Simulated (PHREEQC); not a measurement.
Consider water at 79 °C with 0.064 mol CaCl2, 7.37e-05 mol Na2SO4 and 0.2 mol NaCl per kg of water. Closed to the air; pH follows from the charge balance.

All values are PHREEQC results (Pitzer model, pitzer.dat), not measurements.

```
Quantity                     Result
--------------------  -------------
ionic strength        0.392 mol/kgw
activity of water             0.990
specific conductance    71300 µS/cm
density                 0.986 g/cm³
osmotic coefficient           0.895
```

```
species  molality  activity   log γ
-------  --------  --------  ------
Cl-         0.328     0.213  -0.187
Na+         0.200     0.140  -0.155
Ca+2       0.0640    0.0142  -0.654
SO4-2     7.37e-5   6.19e-6  -1.076
H+        1.03e-6   7.54e-7  -0.134
OH-       6.29e-7   3.24e-7  -0.289
HSO4-     3.37e-9   2.25e-9  -0.176
```

Precipitation was switched off in this run. At this temperature some constants are extrapolated from 25 °C, and those without enthalpy data are left unchanged.
